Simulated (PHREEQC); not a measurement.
Dissolve 1.4 mol H2SO4, 0.63 mol KCl and 0.81 mol NaCl per kg of water at 20 °C. Closed to the air; pH follows from the charge balance.

All values are PHREEQC results (Pitzer model, pitzer.dat), not measurements.

Q: The ionic strength comes out as 3.34 mol/kgw. What activity coefficients do Na+, SO4-2, H+, HSO4-, Cl- get?

A: Na+ 1.1, SO4-2 0.0091, H+ 2.2, HSO4- 0.60, Cl- 0.56. Single-ion values are on the MacInnes scale.

No solid was allowed to form. In brines, pH and single-ion activities rest on the MacInnes convention.
